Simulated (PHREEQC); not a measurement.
A column of 0.1 m (30 cells, dispersivity 0.005 m, 720 s a shift, diffusion coefficient 3e-10 m²/s) holds 0.064 eq of the database's cation exchanger X per kg of pore water, first in equilibrium with 0.013 mol/kgw MgCl2 and 1e-05 mol/kgw HCl. It is flushed with 0.036 mol SrCl2, 0.0071 mol NH4Cl and 1e-05 mol HCl per kg of water, at 40 °C. Values are for the last cell. The system is closed to CO2. Nothing may precipitate in this run.

Base run: PHREEQC, ion-association model, phreeqc.dat. Each further column changes one thing. The table gives Sr in solution (mol/kgw).

| pore volumes | base | exchange capacity from 0.064 to 0.032 eq/kgw | dispersivity from 0.005 to 0.01 m |
|---|---|---|---|
| 0 | 0 | 0 | 0 |
| 0.4167 | 0 | 4.04e-12 | 1.47e-11 |
| 0.6833 | 2.02e-9 | 3.19e-6 | 2.06e-6 |
| 1.083 | 0.000162 | 0.00449 | 0.00124 |
| 1.483 | 0.00620 | 0.0232 | 0.0103 |
| 1.883 | 0.0217 | 0.0326 | 0.0220 |
| 2.15 | 0.0289 | 0.0347 | 0.0274 |
| 2.55 | 0.0338 | 0.0357 | 0.0320 |
| 2.95 | 0.0354 | 0.0359 | 0.0342 |
| 3.35 | 0.0358 | 0.0360 | 0.0352 |
| 3.617 | 0.0359 | 0.0360 | 0.0355 |
| 4.017 | 0.0360 | 0.0360 | 0.0358 |

Constants without temperature data keep their 25 °C values here.
